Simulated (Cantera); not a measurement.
Feed: 1 mol Fe₂O₃, 5.3 mol H₂, 39 mol N₂, 0.062 mol Cl₂, at 16.0 mbar.

Equilibrium computed with Cantera from the NASA thermochemical tables; the gas is ideal and each condensed phase is pure. Candidate condensed phases: Fe, FeCl₂, FeCl₃, FeO, Fe(OH)₂, Fe(OH)₃, Fe₂O₃, Fe₃O₄, H₂O, NH₄Cl; 37 gas species. Mutual solubility and eutectic melting of coexisting phases are not modelled. The tables' stoichiometric FeO is somewhat more stable than real wüstite, so its field is too wide. FeO: taken at fixed stoichiometry. Kinetics and transport are ignored.

**Question.** Which condensed phases are stable at each of these points (T (K)): 1148, 1198, 1248, 1298, 1348, 1398, 1448?

**Answer.** 
```csv
T (K),condensed phases,Fe condensed (%)
1148,Fe(α) + FeO(s),99.9
1198,Fe(γ) + FeO(s),99.9
1248,Fe(γ) + FeO(s),99.9
1298,Fe(γ) + FeO(s),99.9
1348,Fe(γ) + FeO(s),99.9
1398,Fe(γ) + FeO(s),99.9
1448,Fe(γ) + FeO(s),99.9
```

At 1148 K the condensed part is Fe(α) + FeO(s). From 1198 K to 1448 K the condensed part is Fe(γ) + FeO(s).
